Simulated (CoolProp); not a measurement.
R507A at several states: Z from the reference equation and from simpler models built on Tc = 70.6 °C, pc = 3.705 MPa, ω = 0.286; each cubic takes its own stable root.

The numbers come from the reference Helmholtz-energy equation of state, Lemmon 2003 in CoolProp. It is a pseudo-pure fit of the blend.

```
T (°C)  p (MPa)          phase  reference
------  -------  -------------  ---------
85.25      2.19            gas     0.7902
13.05         3         liquid     0.1113
128.95    0.343            gas     0.9806
-51.45      3.9         liquid     0.1559
31.95    0.0498            gas     0.9925
180.95     6.22  supercritical     0.7875
```

Task: How far does each simpler model (van der Waals, Redlich-Kwong, Soave-Redlich-Kwong, Peng-Robinson) lie from the reference over these 6 states: mean and median of the absolute difference, and the worst?

Result: 
- van der Waals: mean 25.5 %, median 5.8 %, worst +70.8 % at -51.45 °C and 3.9 MPa
- Redlich-Kwong: mean 7.6 %, median 2.3 %, worst +22.6 % at 13.05 °C and 3 MPa
- Soave-Redlich-Kwong: mean 6.2 %, median 3.3 %, worst +16.6 % at 13.05 °C and 3 MPa
- Peng-Robinson: mean 1.0 %, median 0.8 %, worst +3.0 % at 13.05 °C and 3 MPa
